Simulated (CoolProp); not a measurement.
Properties of carbonyl sulfide along the isobar 53.4 bar (Tc = 378.8 K, pc = 63.69 bar, ω = 0.098).

Values from CoolProp's reference Helmholtz-energy equation of state, Lemmon 2006. It is a short technical equation, of lower accuracy than the large ones.

```csv
T (K),phase,density (kg/m³),cv (kJ/(kg K)),speed of sound (m/s),Joule-Thomson coefficient (K/MPa)
355.8,liquid,788.4,0.7414,390.0,1.124
384.3,gas,158.2,(withheld),197.0,(withheld)
412.8,gas,(withheld),0.6976,222.5,10.48
441.3,gas,108.4,0.6920,240.9,8.669
469.8,gas,96.75,0.6942,255.9,7.353
498.3,gas,(withheld),(withheld),269.0,6.345
526.8,gas,81.08,0.7063,280.6,5.546
555.3,gas,75.40,0.7138,291.3,4.898
583.8,gas,70.61,0.7216,(withheld),4.360
612.3,gas,66.49,0.7294,(withheld),3.909
```

### Question
Complete the blanks.

### Answer

- 384.3, cv (kJ/(kg K)): 0.7319
- 384.3, Joule-Thomson coefficient (K/MPa): 13.18
- 412.8, density (kg/m³): 125.7
- 498.3, density (kg/m³): 88.00
- 498.3, cv (kJ/(kg K)): 0.6995
- 583.8, speed of sound (m/s): 301.3
- 612.3, speed of sound (m/s): 310.6
